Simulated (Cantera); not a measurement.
Thermodynamics of silicon epitaxy and polysilicon growth, feed Si₂H₆ + HCl + H₂ + Cl₂

Input: 1 mol Si₂H₆, 0.033 mol HCl, 23 mol H₂, 0.01 mol Cl₂, equilibrated at 1.00 bar.

Method: chemical equilibrium by Gibbs-energy minimisation in Cantera with the NASA 1993 tables (ideal gas, pure condensed phases). Candidate condensed phases: Si; 19 gas species. The feed counts by its element totals alone. Gases not in the tables: Si₂H₆ and higher silanes. The numbers say what is thermodynamically allowed, not how fast it happens.

```
T (K)  log p H₂  log p HCl  log p SiHCl₃  log p H  n Si(s)  n Si(l)
-----  --------  ---------  ------------  -------  -------  -------
800        0.00      -3.58         -3.43   -11.54     1.98        0
900        0.00      -3.11         -3.58    -9.93     1.99        0
1000       0.00      -2.83         -3.96    -8.64     1.99        0
1100       0.00      -2.72         -4.66    -7.59     2.00        0
1200       0.00      -2.70         -5.45    -6.71     2.00        0
1300       0.00      -2.70         -6.15    -5.96     2.00        0
1400       0.00      -2.70         -6.75    -5.31     2.00        0
1500       0.00      -2.70         -7.28    -4.75     2.00        0
1600       0.00      -2.70         -7.73    -4.27     2.00        0
1700       0.00      -2.70         -8.15    -3.83        0     2.00
```
log p: log10 of the partial pressure in bar; n: condensed amount in mol.

From 800 K to 1600 K the condensed part is Si(s). At 1700 K the condensed part is Si(l). The main Si-bearing gas is SiHCl₃ at 800 K and SiCl₂ at 1700 K.
